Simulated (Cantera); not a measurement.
An isothermal, constant-pressure homogeneous reactor starts with 1.72 % C2H6, 98.3 % N2, at 1048 K and 4.80 Torr.

Model: GRI-Mech 3.0 (53 species, 325 reactions), integrated in Cantera. GRI-Mech 3.0 stops at C3 and has no aromatics, soot or wall deposition, so with more carbon than oxygen in the feed, carbon stays in small species such as C2H2 where larger ones or solid carbon would form. Radical loss at walls, strong at low pressure, is not modelled.

Task: Predict: x(C2H6) at 2.00 s; x(CH4) at 2.00 s; x(CH3) at 2.00 s; x(H2) at 2.00 s.

Result: 
```json
{
 "x(C2H6) at 2.00 s": "0.0152 (gas-phase equilibrium 4.41e-8)",
 "x(CH4) at 2.00 s": "0.000152 (gas-phase equilibrium 0.00223)",
 "x(CH3) at 2.00 s": "9.39e-6 (gas-phase equilibrium 2.23e-8)",
 "x(H2) at 2.00 s": "0.00187 (gas-phase equilibrium 0.0299)"
}
```
